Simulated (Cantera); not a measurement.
Adiabatic ignition

An adiabatic, constant-volume homogeneous reactor starts with CH₃OH : O₂ : N₂ : H₂O = 1 : 6.4 : 17.6 : 2.9 (molar parts), at 1125 K and 16.8 atm.

Model: GRI-Mech 3.0 (53 species, 325 reactions), integrated in Cantera. GRI-Mech 3.0 was tuned for natural gas; its chemistry of methanol as a main component is partial and can be far from experiment. The pressure lies above the range GRI-Mech 3.0 was tuned for (to about 10 atm).

| t (s) | T (K) | P (bar) | x CH₃OH | x O₂ | x H₂O | x C₂H₂ | x CH₂O |
|---|---|---|---|---|---|---|---|
| 2.00e-6 | 1125 | 17.0 | 0.0358 | 0.229 | 0.104 | <1e-12 | 2.08e-9 |
| 5.37e-6 | 1125 | 17.0 | 0.0358 | 0.229 | 0.104 | <1e-12 | 6.15e-9 |
| 1.44e-5 | 1125 | 17.0 | 0.0358 | 0.229 | 0.104 | <1e-12 | 1.88e-8 |
| 3.86e-5 | 1125 | 17.0 | 0.0358 | 0.229 | 0.104 | <1e-12 | 5.60e-8 |
| 0.000104 | 1125 | 17.0 | 0.0358 | 0.229 | 0.104 | <1e-12 | 1.60e-7 |
| 0.000278 | 1125 | 17.0 | 0.0358 | 0.229 | 0.104 | <1e-12 | 4.67e-7 |
| 0.000746 | 1125 | 17.0 | 0.0358 | 0.229 | 0.104 | <1e-12 | 1.69e-6 |
| 0.00200 | 1125 | 17.0 | 0.0358 | 0.229 | 0.104 | <1e-12 | 1.49e-5 |
| 0.00537 | 1923 | 29.6 | <1e-12 | 0.172 | 0.172 | <1e-12 | <1e-12 |
| 0.0144 | 1923 | 29.6 | <1e-12 | 0.172 | 0.172 | <1e-12 | <1e-12 |
| 0.0386 | 1923 | 29.6 | <1e-12 | 0.172 | 0.172 | <1e-12 | <1e-12 |
| 0.104 | 1922 | 29.6 | <1e-12 | 0.172 | 0.172 | <1e-12 | <1e-12 |
| 0.278 | 1921 | 29.5 | <1e-12 | 0.172 | 0.172 | <1e-12 | <1e-12 |
| 0.746 | 1917 | 29.5 | <1e-12 | 0.171 | 0.172 | <1e-12 | <1e-12 |
| 2.00 | 1912 | 29.4 | <1e-12 | 0.170 | 0.172 | <1e-12 | <1e-12 |
x: mole fraction; the columns are a selection and need not sum to one.

```yaml
time_of_steepest_temperature_rise: 4.56 ms
temperature at 2.00 s: 1912 K
equilibrium_temperature: 1909 K
x(CH₃OH) at 2.00 s: <1e-12 (gas-phase equilibrium <1e-12)
x(O₂) at 2.00 s: 0.170 (gas-phase equilibrium 0.170)
x(H₂O) at 2.00 s: 0.172 (gas-phase equilibrium 0.172)
```
